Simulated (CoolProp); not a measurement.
Aqueous propylene glycol as a coolant, at 30 °C, 1 atm.

Model: Melinder's fits for secondary coolants, in CoolProp.

| mass % | freezing point (°C) | Prandtl number | density (kg/m³) | cp (kJ/(kg K)) | viscosity (mPa s) |
|---|---|---|---|---|---|
| 1.3 | -0.3 | 5.73 | 996.9 | 4.167 | 0.835 |
| 7.5 | -2.0 | 7.36 | 1001 | 4.109 | 1.02 |
| 13.7 | -4.3 | 9.36 | 1006 | 4.056 | 1.24 |
| 19.9 | -7.1 | 12.0 | 1011 | 3.999 | 1.50 |
| 26.1 | -10.4 | 15.4 | 1016 | 3.932 | 1.84 |
| 32.2 | -14.3 | 19.8 | 1021 | 3.855 | 2.27 |
| 38.4 | -19.1 | 25.6 | 1025 | 3.764 | 2.81 |
| 44.6 | -25.3 | 32.9 | 1029 | 3.663 | 3.48 |
| 50.8 | -33.4 | 42.2 | 1033 | 3.554 | 4.29 |
